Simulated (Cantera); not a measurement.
Input: 1 mol B, 0.011 mol Cl2, 1.7 mol O2, held at 1700 K and 0.340 bar.

Cantera equilibrium calculation (NASA polynomials, part measured and part estimated; ideal gas, pure solids and liquids). The tables' values for BOCl are old estimates; treat these amounts as uncertain. The numbers say what is thermodynamically allowed, not how fast it happens.

```json
[
 {"species": "O2", "before": "0.977", "after": "0.444"},
 {"species": "Cl2", "before": "0.00265", "after": "0.353"},
 {"species": "Cl", "before": "0.0170", "after": "0.196"},
 {"species": "BOCl", "before": "0.000183", "after": "0.00257"},
 {"species": "B3O3Cl3", "before": "1.54e-8", "after": "4.27e-5"},
 {"species": "BCl3", "before": "4.09e-8", "after": "0.000114"},
 {"species": "ClO", "before": "0.000192", "after": "0.00149"},
 {"species": "O", "before": "7.58e-5", "after": "5.11e-5"},
 {"species": "BO2", "before": "0.000528", "after": "0.000434"},
 {"species": "B2O3", "before": "0.00230", "after": "0.00230"},
 {"species": "B2O3(l), mol", "before": "0.497", "after": "0.492"}
]
```
Gas species are given as mole fractions.

Name the change that produced these shifts.
(A) temperature from 1700 K to 1350 K
(B) Cl2 from 0.011 to 0.97 mol
(C) temperature from 1700 K to 1375 K
(D) temperature from 1700 K to 1348.15 K

B, Cl2 from 0.011 to 0.97 mol
